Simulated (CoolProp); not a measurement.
A single-stage vapour-compression cycle with R245fa: evaporating at 255.15 K (dew point), condensing at 284.15 K (bubble point), superheat 10 K, subcooling 0 K, compressor efficiency 0.65, no pressure losses. Each further row changes one setting.

Model: reference Helmholtz-energy equation of state, Akasaka 2015, in CoolProp.

```tsv
case	cooling COP	pressure ratio	discharge temperature (K)	refrigerating effect (kJ/kg)	volumetric capacity (kJ/m³)
as stated	5.17	3.93	309.2	185	249
evaporating temperature 260.15 K	6.49	3.02	306.0	189	326
condensing temperature 279.15 K	[?]	[?]	302.4	192	258
subcooling 5 K	5.35	3.93	309.2	192	258
superheat 20 K	5.20	3.93	319.7	[?]	250
compressor efficiency 0.55	4.38	3.93	316.4	185	249
```

Q: Some entries are withheld; supply them.

A: 
- condensing temperature 279.15 K, cooling COP: 6.37
- condensing temperature 279.15 K, pressure ratio: 3.18
- superheat 20 K, refrigerating effect (kJ/kg): 193
